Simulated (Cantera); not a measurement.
Premixed flame

A freely propagating, adiabatic, planar premixed flame of 5.05 % CH4, 1.21 % C2H6, 1.82 % C3H8, 16.7 % O2, 75.2 % N2, equivalence ratio 1.4, unburnt at 623 K and 1.40 bar; multicomponent transport, grid criteria slope 0.08 and curve 0.16, no radiation.

Detailed kinetics in Cantera: GRI-Mech 3.0 (53 species, 325 reactions). GRI-Mech 3.0 was tuned for natural gas; its chemistry of propane as a main component is partial and can be far from experiment. Burning velocities carry a grid error of a few per cent, more on coarse grids.

```json
[
 {"z (mm)": "-1.13", "T (K)": "624", "u (m/s)": "0.647", "x CH4": "0.0503", "x C2H6": "0.0121", "x C3H8": "0.0181", "x NO": "<1e-8", "x H2": "0.00371", "x CH2CO": "4.51e-8"},
 {"z (mm)": "-0.756", "T (K)": "629", "u (m/s)": "0.656", "x CH4": "0.0498", "x C2H6": "0.0120", "x C3H8": "0.0180", "x NO": "1.80e-8", "x H2": "0.00893", "x CH2CO": "6.78e-7"},
 {"z (mm)": "-0.567", "T (K)": "648", "u (m/s)": "0.680", "x CH4": "0.0490", "x C2H6": "0.0119", "x C3H8": "0.0179", "x NO": "8.29e-8", "x H2": "0.0146", "x CH2CO": "4.37e-6"},
 {"z (mm)": "-0.378", "T (K)": "743", "u (m/s)": "0.791", "x CH4": "0.0457", "x C2H6": "0.0114", "x C3H8": "0.0172", "x NO": "6.00e-7", "x H2": "0.0241", "x CH2CO": "4.44e-5"},
 {"z (mm)": "-0.189", "T (K)": "1132", "u (m/s)": "1.24", "x CH4": "0.0331", "x C2H6": "0.00800", "x C3H8": "0.0108", "x NO": "4.84e-6", "x H2": "0.0378", "x CH2CO": "0.000450"},
 {"z (mm)": "-0.0945", "T (K)": "1478", "u (m/s)": "1.66", "x CH4": "0.0208", "x C2H6": "0.00354", "x C3H8": "0.00282", "x NO": "1.03e-5", "x H2": "0.0448", "x CH2CO": "0.000977"},
 {"z (mm)": "0", "T (K)": "1796", "u (m/s)": "2.04", "x CH4": "0.00743", "x C2H6": "0.000297", "x C3H8": "3.90e-5", "x NO": "1.96e-5", "x H2": "0.0481", "x CH2CO": "0.000621"},
 {"z (mm)": "0.0945", "T (K)": "1957", "u (m/s)": "2.23", "x CH4": "0.00146", "x C2H6": "6.75e-6", "x C3H8": "1.71e-8", "x NO": "3.44e-5", "x H2": "0.0475", "x CH2CO": "9.85e-5"},
 {"z (mm)": "0.189", "T (K)": "2010", "u (m/s)": "2.29", "x CH4": "0.000269", "x C2H6": "2.43e-7", "x C3H8": "<1e-8", "x NO": "5.02e-5", "x H2": "0.0472", "x CH2CO": "1.48e-5"},
 {"z (mm)": "0.378", "T (K)": "2036", "u (m/s)": "2.32", "x CH4": "1.68e-5", "x C2H6": "<1e-8", "x C3H8": "<1e-8", "x NO": "7.21e-5", "x H2": "0.0484", "x CH2CO": "1.27e-6"},
 {"z (mm)": "0.756", "T (K)": "2050", "u (m/s)": "2.33", "x CH4": "4.70e-7", "x C2H6": "<1e-8", "x C3H8": "<1e-8", "x NO": "9.12e-5", "x H2": "0.0497", "x CH2CO": "5.05e-8"},
 {"z (mm)": "1.51", "T (K)": "2062", "u (m/s)": "2.34", "x CH4": "<1e-8", "x C2H6": "<1e-8", "x C3H8": "<1e-8", "x NO": "0.000102", "x H2": "0.0502", "x CH2CO": "<1e-8"},
 {"z (mm)": "3.02", "T (K)": "2074", "u (m/s)": "2.35", "x CH4": "<1e-8", "x C2H6": "<1e-8", "x C3H8": "<1e-8", "x NO": "0.000107", "x H2": "0.0504", "x CH2CO": "<1e-8"}
]
```
x: mole fraction of selected species; z is measured from the peak of heat release.

- laminar burning velocity = 64.4 cm/s
- thermal thickness = 0.378 mm
- peak x(H2) = 0.0507
- peak x(CH2CO) = 0.00103
- grid points = 138
